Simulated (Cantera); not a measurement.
A closed system holds: 1 mol CCl₄, 0.027 mol Si, 14 mol H₂, at 12.0 Torr.

Method: chemical equilibrium by Gibbs-energy minimisation in Cantera with the NASA 1993 tables (ideal gas, pure condensed phases). Candidate condensed phases: C, C₆H₆, C₇H₈, C₈H₁₈, Si, SiC; 109 gas species. The tables' values for SiCl are old estimates; treat these amounts as uncertain. The numbers say what is thermodynamically allowed, not how fast it happens. All values below are at 2775 K.

Base state: H₂ 0.411, H 0.379, HCl 0.117, Cl 0.0749, C₂H₂ (acetylene) 0.0126, C₃ 0.00145, C₂H 0.00141, Si 0.000806 (mole fractions); condensed: C(graphite).

**Question.** What changes in the equilibrium state with this change: pressure from 12.0 Torr to 0.00900 Torr?

**Answer.** 
```
species              before     after
-----------------  --------  --------
H                     0.379     0.848
Cl                   0.0749     0.121
C                  0.000313    0.0272
H₂                    0.411   0.00154
HCl                   0.117  0.000318
C₂H₂ (acetylene)     0.0126   2.00e-7
Si                 0.000806  0.000819
C₄H₂               0.000161     <1e-9
C₂HCl               6.15e-5     <1e-9
C₂H₂ (vinylidene)   2.26e-5     <1e-9
SiCl₂               1.71e-5     <1e-9
C(graphite), mol      0.277         0
```
